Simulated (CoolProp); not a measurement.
CHF3 (R23) at several states: Z from the reference equation and from simpler models built on Tc = 299.3 K, pc = 4.832 MPa, ω = 0.263; each cubic takes its own stable root.

Model: reference Helmholtz-energy equation of state, Penoncello 2003, in CoolProp.

```
T (K)  p (MPa)          phase  reference
-----  -------  -------------  ---------
221.4    0.592         liquid    0.01701
271      0.106            gas     0.9887
242.6     1.82         liquid    0.05141
185.4     1.29         liquid    0.03985
344.4     8.29  supercritical     0.5582
376.2   0.0748            gas     0.9975
```

**Question.** How far does each simpler model (van der Waals, Redlich-Kwong, Soave-Redlich-Kwong, Peng-Robinson) lie from the reference over these 6 states: mean and median of the absolute difference, and the worst?

**Answer.** 
- van der Waals: mean 1131.5 %, median 43.6 %, worst +5310.9 % at 221.4 K and 0.592 MPa
- Redlich-Kwong: mean 867.2 %, median 11.6 %, worst +5154.6 % at 221.4 K and 0.592 MPa
- Soave-Redlich-Kwong: mean 10.6 %, median 13.4 %, worst +19.1 % at 242.6 K and 1.82 MPa
- Peng-Robinson: mean 2.7 %, median 3.6 %, worst +5.0 % at 242.6 K and 1.82 MPa

At some of these states van der Waals, Redlich-Kwong gives the other phase, because its saturation line lies elsewhere.
